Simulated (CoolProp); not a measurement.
Vapour-liquid equilibrium of cis-2-butene (1) + methanol (2) at 371.7 K; x and y are mole fractions of (1).

Values from CoolProp's multi-fluid Helmholtz-energy mixture model, Lemmon 2005 and de Reuck 1993; pair parameters Bell 2016.

```tsv
x	bubble pressure (MPa)	y at the bubble point	dew pressure at overall composition x (MPa)	liquid density (mol/L)
0.05	0.6180	0.453	0.3563	21.03
0.15	1.032	0.677	0.3989	18.87
0.25	1.257	(withheld)	0.4522	16.98
0.35	1.351	0.760	(withheld)	15.33
0.45	1.381	0.768	0.6151	13.89
0.55	1.394	0.773	0.7491	(withheld)
0.65	1.412	(withheld)	0.9563	11.58
0.75	1.434	0.804	(withheld)	10.68
0.85	1.447	0.849	1.447	9.956
0.95	1.420	0.933	1.411	9.378
```

Task: What belongs in the gaps?

Result: 
- 0.25, y at the bubble point: 0.739
- 0.35, dew pressure at overall composition x (MPa): 0.5214
- 0.55, liquid density (mol/L): 12.64
- 0.65, y at the bubble point: 0.782
- 0.75, dew pressure at overall composition x (MPa): 1.306

y crosses x between x = 0.75 and 0.85: the model has an azeotrope there.

The pair parameters rest on a limited set of measurements; away from them the model extrapolates. With so large a gap from Raoult's law the liquid may split in two, which this calculation doesn't test in full.
